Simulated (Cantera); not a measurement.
## Thermodynamics of chemical vapour transport, feed Al₂O₃ + Br₂ + O₂

Charge: 1 mol Al₂O₃, 0.058 mol Br₂, a varied amount of O₂, at 1075 K and 0.230 bar.

Equilibrium computed with Cantera from the NASA thermochemical tables; the gas is ideal and each condensed phase is pure. Candidate condensed phases: Al, AlBr₃, Al₂O₃, Br₂; 14 gas species. Rates play no part.

```tsv
n(O₂) (mol)	x O₂	x Br₂	x Br	x O	n Al₂O₃(s)
0.01	0.145	0.830	0.0248	1.04e-9	1.00
0.015	0.203	0.773	0.0239	1.23e-9	1.00
0.021	0.263	0.714	0.0230	1.40e-9	1.00
0.031	0.345	0.634	0.0217	1.61e-9	1.00
0.046	0.438	0.542	0.0201	1.81e-9	1.00
0.066	0.527	0.454	0.0184	1.99e-9	1.00
0.097	0.621	0.363	0.0164	2.15e-9	1.00
0.14	0.702	0.284	0.0145	2.29e-9	1.00
0.2	0.770	0.217	0.0127	2.40e-9	1.00
0.3	0.833	0.156	0.0107	2.50e-9	1.00
```
x: gas mole fraction; n: condensed amount in mol.

From 0.01 mol O₂ to 0.3 mol O₂ the condensed part is Al₂O₃(s).
